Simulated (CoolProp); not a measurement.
R404A along the isobar 9.61 bar: Z from the reference equation and from simpler models built on Tc = 345.3 K, pc = 37.35 bar, ω = 0.293; each cubic takes its own stable root.

The numbers come from the reference Helmholtz-energy equation of state, Lemmon 2003 in CoolProp. It is a pseudo-pure fit of the blend.

```tsv
T (K)	phase	reference	van der Waals	Redlich-Kwong	Soave-Redlich-Kwong	Peng-Robinson
306.6	gas	?	0.8874	0.8633	0.8543	0.8435
319	gas	0.8638	0.8988	0.8799	?	0.8641
331.3	gas	?	0.9085	?	?	0.8811
343.6	gas	0.8985	0.9170	0.9054	0.9051	0.8955
355.9	gas	0.9114	0.9244	?	0.9170	0.9077
368.2	gas	0.9222	0.9309	0.9240	0.9271	0.9182
380.5	gas	0.9313	0.9367	0.9316	?	0.9273
392.9	gas	0.9392	0.9419	0.9382	0.9436	0.9353
405.2	gas	?	0.9466	0.9440	0.9502	0.9422
```

Complete the blanks.


- 306.6, reference: 0.8393
- 319, Soave-Redlich-Kwong: 0.8745
- 331.3, reference: 0.8829
- 331.3, Redlich-Kwong: 0.8937
- 331.3, Soave-Redlich-Kwong: 0.8911
- 355.9, Redlich-Kwong: 0.9154
- 380.5, Soave-Redlich-Kwong: 0.9359
- 405.2, reference: 0.9460
